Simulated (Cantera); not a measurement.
A Cantera script and what it prints.

```python
import numpy as np
import cantera as ct

gas_names = """
    CL CL2 H HCL H2 N NH NH2 NH3 N2 N2H2 N2H4 Pb PbCL PbCL2 PbCL4 Pb2
""".split()
cond_names = """
    NH4CL(a) NH4CL(b) Pb(cr) Pb(L) PbCL2(s) PbCL2(L)
""".split()


def load(file, names, dense=False):
    # The tables refer to 1 bar. Condensed volumes are neglected.
    table = {s.name: s for s in ct.Species.list_from_file(file)}
    out = []
    for n in names:
        d = dict(table[n].input_data)
        d["thermo"] = dict(d["thermo"], **{"reference-pressure": 1e5})
        if dense:
            d["equation-of-state"] = {"model": "constant-volume", "density": "1e6 g/cm^3"}
        out.append(ct.Species.from_dict(d))
    return out


gas = ct.Solution(thermo="ideal-gas", species=load("nasa_gas.yaml", gas_names))
cond = {s.name: ct.Solution(thermo="fixed-stoichiometry", species=[s], name=s.name)
        for s in load("nasa_condensed.yaml", cond_names, dense=True)}
atoms = {
    'PbCl2': {'Pb': 1, 'CL': 2},
    'H2': {'H': 2},
    'N2': {'N': 2},
}
top_T = {}  # K; cautious upper limits of use, not melting points


def equilibrate(T, P, feed):
    n = {}
    for name, mol in feed.items():
        for a, k in atoms[name].items():
            n[a] = n.get(a, 0.0) + k * mol
    gas.TPX = T, P, n
    mass = sum(n.values()) * gas.mean_molecular_weight
    gas.equilibrate("TP")
    valid = [c for c in cond.values() if c.min_temp <= T <= top_T.get(c.name, c.max_temp)]
    mix = ct.Mixture([(gas, mass / gas.mean_molecular_weight)] + [(c, 0.0) for c in valid])
    mix.T, mix.P = T, P
    mix.equilibrate("TP", solver="vcs", rtol=1e-11, max_steps=5000)
    return mix


results = []
feed = {'PbCl2': 1, 'H2': 21, 'N2': 96}  # mol
P = 9.9  # Pa
for T in [948, 1048, 1148, 1248, 1348, 1448, 1548, 1648, 1748, 1848, 1948, 2048, 2148]:
    mix = equilibrate(T, P, feed)
    results.append((T, P, feed, dict(zip(mix.species_names, mix.species_moles))))

top = {s: max(r[3][s] / sum(r[3][g] for g in gas_names) for r in results) for s in gas_names}
cols = sorted((s for s in top if top[s] > 0.0001), key=lambda s: -top[s])[:5]
seen = [c for c in cond_names if any(r[3].get(c, 0) > 1e-12 for r in results)]
print("log10 of partial pressures in bar; condensed amounts in mol")
print(f"{'T/K':>10s}" + "".join(f"{s[:9]:>10s}" for s in cols + seen))
for T, P, feed, n in results:
    ng = sum(n[g] for g in gas_names)
    print(f"{T:10.4g}" + "".join(f"{np.log10(max(n[s] / ng * P / 1e5, 1e-99)):10.3f}" for s in cols)
          + "".join(f"{n.get(c, 0):10.4g}" for c in seen))
```

It prints:

```
log10 of partial pressures in bar; condensed amounts in mol
       T/K        N2        H2         H       HCL        Pb
       948    -4.097    -4.776   -11.668    -5.836    -6.198
      1048    -4.097    -4.778   -10.501    -5.802    -6.127
      1148    -4.098    -4.778    -9.534    -5.789    -6.101
      1248    -4.098    -4.779    -8.720    -5.784    -6.090
      1348    -4.098    -4.779    -8.025    -5.782    -6.085
      1448    -4.098    -4.779    -7.425    -5.781    -6.083
      1548    -4.098    -4.781    -6.902    -5.783    -6.082
      1648    -4.098    -4.784    -6.442    -5.788    -6.082
      1748    -4.100    -4.792    -6.037    -5.800    -6.083
      1848    -4.103    -4.810    -5.681    -5.826    -6.085
      1948    -4.108    -4.846    -5.370    -5.877    -6.090
      2048    -4.116    -4.911    -5.105    -5.966    -6.099
      2148    -4.129    -5.024    -4.892    -6.109    -6.111
```

These are equilibrium values from Cantera (NASA tables, ideal gas, pure condensed phases), not measurements of a reactor.
